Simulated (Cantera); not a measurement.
Input: 1 mol N₂O, 0.037 mol SO₂, 24 mol N₂, held at 1125 K and 0.690 bar.

Equilibrium computed with Cantera from the NASA thermochemical tables; the gas is ideal and each condensed phase is pure. Candidate condensed phases: S; 17 gas species. Kinetics and transport are ignored.

Base state: N₂ 0.979, O₂ 0.0195, SO₂ 0.00137, SO₃ 7.82e-5, NO 3.61e-5 (mole fractions); condensed: gas only.

Problem. What changes in the equilibrium state with this change: temperature from 1125 K to 598 K?

Solution. 
```tsv
species	before	after
N₂	0.979	0.980
O₂	0.0195	0.0189
SO₃	7.82e-5	0.00145
SO₂	0.00137	2.45e-6
NO	3.61e-5	6.47e-9
```
